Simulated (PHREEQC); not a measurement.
Consider water at 21 °C with 0.016 mol HCl, 0.0074 mol CaCl2 and 0.0022 mol KCl per kg of water. It is in equilibrium with CO2 at log p = -3.4 (atm). Otherwise closed; pH follows from the charge balance.

Model: ion-association model, phreeqc.dat, run in PHREEQC.

The ionic strength comes out as 0.0404 mol/kgw. What activity coefficients do Ca+2, Cl-, H+, K+ get?

Ca+2 0.50, Cl- 0.83, H+ 0.86, K+ 0.83.

No solid was allowed to form. Complexes and solids missing from the database can't appear.
